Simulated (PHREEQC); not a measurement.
Solution (55 °C): 0.27 mol HF, 0.0018 mol KF and 0.0083 mol H2SiF6 per kg of water. Closed to the air; pH follows from the charge balance.

All values are PHREEQC results (ion-association model, phreeqc.dat), not measurements.

```csv
quantity,before,after
pH,1.65,2.40
ionic strength (mol/kgw),0.0360,0.00526
HF (mol/kgw),0.255,0.0241
HF2- (mol/kgw),0.00587,0.000265
F- (mol/kgw),0.00526,0.00251
H4SiO4 (mol/kgw),1.93e-11,1.33e-7
SI of Quartz (SiO2),-7.13,-3.30
```

Task: What was changed between the two runs?
A. 0.0061 mol/kgw ZnBr2 added
B. KF from 0.0018 to 0.00036 mol/kgw
C. diluted 10-fold with water
D. KF from 0.0018 to 0.00162 mol/kgw

Result: C, diluted 10-fold with water

No solid was allowed to form. At this temperature some constants are extrapolated from 25 °C, and those without enthalpy data are left unchanged. SiF6-2 is the database's only silicon fluoride.
